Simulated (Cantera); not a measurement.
Charge: 1 mol Si3N4, 0.03 mol O2, 99 mol H2, at 0.00133 bar.

These are equilibrium values from Cantera (NASA tables, ideal gas, pure condensed phases), not measurements of a reactor. Candidate condensed phases: H2O, Si, SiO2, Si2N2O, Si3N4; 35 gas species. Mutual solubility and eutectic melting of coexisting phases are not modelled. Rates play no part.

### Question
Which condensed phases are stable at each of these points (T (K)): 973, 1023, 1073, 1123, 1173, 1223, 1273, 1323, 1373, 1423, 1473, 1523, 1573, 1623?

### Answer
```tsv
T (K)	condensed phases	Si condensed (%)
973	Si2N2O(s) + Si3N4(s)	100.0
1023	Si2N2O(s) + Si3N4(s)	100.0
1073	Si2N2O(s) + Si3N4(s)	100.0
1123	Si2N2O(s) + Si3N4(s)	100.0
1173	Si2N2O(s) + Si3N4(s)	100.0
1223	Si2N2O(s) + Si3N4(s)	100.0
1273	Si2N2O(s) + Si3N4(s)	100.0
1323	Si(s) + Si2N2O(s) + Si3N4(s)	100.0
1373	Si(s) + Si2N2O(s) + Si3N4(s)	99.9
1423	Si(s) + Si2N2O(s) + Si3N4(s)	99.7
1473	Si(s) + Si2N2O(s)	98.8
1523	Si(s)	97.9
1573	Si(s)	97.8
1623	Si(s)	97.5
```

From 973 K to 1273 K the condensed part is Si2N2O(s) + Si3N4(s). From 1323 K to 1423 K the condensed part is Si(s) + Si2N2O(s) + Si3N4(s). At 1473 K the condensed part is Si(s) + Si2N2O(s). From 1523 K to 1623 K the condensed part is Si(s).
